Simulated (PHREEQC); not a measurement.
NH3 is added in steps, without added water, to 1 kg of water holding 140 mmol/kgw H3PO4, 0.12 mmol/kgw KOH and 2.1 mmol/kgw KCl, at 10 °C. O2 is buffered at 0.21 atm. No CO2 enters from the air. No solid was allowed to form.

Base run: PHREEQC, ion-association model, phreeqc.dat. Each further column changes one thing. The table gives H3PO4 (mol/kgw).

| NH3 added (mol) | base | Davies equation for every ion | database wateq4f.dat | Debye-Hückel limiting law | all activity coefficients set to 1 |
|---|---|---|---|---|---|
| 0 | 0.106 | 0.105 | 0.106 | (withheld) | (withheld) |
| 0.054 | 0.0727 | 0.0722 | 0.0727 | 0.0705 | 0.0761 |
| 0.099 | 0.0364 | 0.0361 | 0.0364 | (withheld) | 0.0378 |
| 0.153 | 1.46e-5 | 1.42e-5 | 1.46e-5 | 2.18e-5 | (withheld) |
| 0.207 | 1.01e-6 | 9.45e-7 | 1.02e-6 | 1.84e-6 | 5.59e-7 |
| 0.261 | 4.36e-8 | 3.93e-8 | 4.49e-8 | (withheld) | 2.73e-8 |
| 0.306 | 7.56e-11 | 9.18e-11 | 1.27e-10 | 2.05e-11 | (withheld) |
| 0.36 | 8.54e-12 | (withheld) | 1.47e-11 | 2.13e-12 | 3.84e-11 |

**Question.** Fill in the missing entries.

**Answer.** 
- 0, Debye-Hückel limiting law: 0.103
- 0, all activity coefficients set to 1: 0.110
- 0.099, Debye-Hückel limiting law: 0.0351
- 0.153, all activity coefficients set to 1: 8.56e-6
- 0.261, Debye-Hückel limiting law: 8.81e-8
- 0.306, all activity coefficients set to 1: 3.03e-10
- 0.36, Davies equation for every ion: 1.05e-11

Constants without temperature data keep their 25 °C values here. H3PO4, which wateq4f.dat lacks, is added to it with the constant of phreeqc.dat. phreeqc.dat and wateq4f.dat share most of their constants, so their agreement is no independent check.
